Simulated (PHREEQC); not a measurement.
**Brine**

Consider water at 25 °C with 3.5 mol/kgw HCl and 0.21 mol/kgw MgSO4. Closed to the air; pH follows from the charge balance.

All values are PHREEQC results (Pitzer model, pitzer.dat), not measurements.

Each row changes one thing in this solution. No solid was allowed to form.

```
case                                           pH  ionic strength (mol/kgw)  HSO4- (mol/kgw)  SO4-2 (mol/kgw)  SI of Epsomite (MgSO4:7H2O)  SI of Hexahydrite (MgSO4:6H2O)
------------------------------------------  -----  ------------------------  ---------------  ---------------  ---------------------------  ------------------------------
as made                                     -1.18                      4.02            0.162           0.0478                        -2.63                           -2.82
temperature from 25 to 40 °C                -1.13                      4.00            0.172              ___                        -2.93                           -2.99
HCl left out                                 6.79                     0.840          4.44e-7            0.210                        -1.37                           -1.65
HCl replaced by LiCl at the same molality    6.24                      4.34          7.60e-7            0.210                        -1.71                             ___
MgSO4 from 0.21 to 0.189 mol/kgw            -1.18                      3.96            0.146           0.0433                        -2.72                           -2.92
HCl from 3.5 to 3.85 mol/kgw                -1.31                      4.36            0.164              ___                          ___                           -2.83
HCl replaced by MgCl2 at the same molality   4.17                      11.3          1.19e-6            0.210                        -0.47                           -0.55
```

Problem. Complete the blanks.

Solution. 
- temperature from 25 to 40 °C, SO4-2 (mol/kgw): 0.0381
- HCl replaced by LiCl at the same molality, SI of Hexahydrite (MgSO4:6H2O): -1.91
- HCl from 3.5 to 3.85 mol/kgw, SO4-2 (mol/kgw): 0.0464
- HCl from 3.5 to 3.85 mol/kgw, SI of Epsomite (MgSO4:7H2O): -2.65

At this temperature some constants are extrapolated from 25 °C, and those without enthalpy data are left unchanged.
